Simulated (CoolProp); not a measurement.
A single-stage vapour-compression cycle with carbonyl sulfide: evaporating at 270.15 K (dew point), condensing at 310.15 K (bubble point), superheat 2 K, subcooling 2 K, compressor efficiency 0.65, no pressure losses. Each further row changes one setting.

The numbers come from the reference Helmholtz-energy equation of state, Lemmon 2006 in CoolProp. It is a short technical equation, of lower accuracy than the large ones.

```
case                              cooling COP  pressure ratio  discharge temperature (K)  refrigerating effect (kJ/kg)  volumetric capacity (kJ/m³)
--------------------------------  -----------  --------------  -------------------------  ----------------------------  ---------------------------
as stated                                3.68            2.87                      366.4                           224                         3900
evaporating temperature 275.15 K         4.36            2.47                      358.1                           226                         4530
condensing temperature 305.15 K          4.31            2.56                      355.3                           231                         4020
subcooling 7 K                           3.80            2.87                      366.4                           231                         4020
superheat 12 K                           3.63            2.87                      379.1                           231                         3840
compressor efficiency 0.55               3.12            2.87                      379.4                           224                         3900
```
